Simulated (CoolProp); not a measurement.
Neopentane along the isotherm 331.8 K: density (kg/m³) from the reference equation and from simpler models built on Tc = 433.7 K, pc = 3.196 MPa, ω = 0.196; each cubic takes its own stable root.

Computed with CoolProp (reference Helmholtz-energy equation of state, Lemmon 2006). It is a short technical equation, of lower accuracy than the large ones.

```
p (MPa)   phase  reference
-------  ------  ---------
0.0253      gas     0.6659
0.0371      gas     0.9793
0.0544      gas      1.442
0.0799      gas      2.133
0.117       gas      3.154
0.172       gas      4.707
0.253       gas      7.091
0.371       gas      10.80
0.544    liquid      544.8
0.799    liquid      545.6
1.17     liquid      546.6
1.72     liquid      548.1
2.53     liquid      550.3
3.71     liquid      553.2
5.44     liquid      557.3
7.99     liquid      562.9
```

Q: How far does each simpler model (van der Waals, Redlich-Kwong, Soave-Redlich-Kwong) lie from the reference over these 16 states: mean and median of the absolute difference, and the worst?

A: 
- van der Waals: mean 25.8 %, median 18.3 %, worst -97.1 % at 331.8 K and 0.544 MPa
- Redlich-Kwong: mean 10.1 %, median 4.0 %, worst -97.0 % at 331.8 K and 0.544 MPa
- Soave-Redlich-Kwong: mean 3.1 %, median 2.6 %, worst -6.9 % at 331.8 K and 0.544 MPa

At some of these states van der Waals, Redlich-Kwong gives the other phase, because its saturation line lies elsewhere.
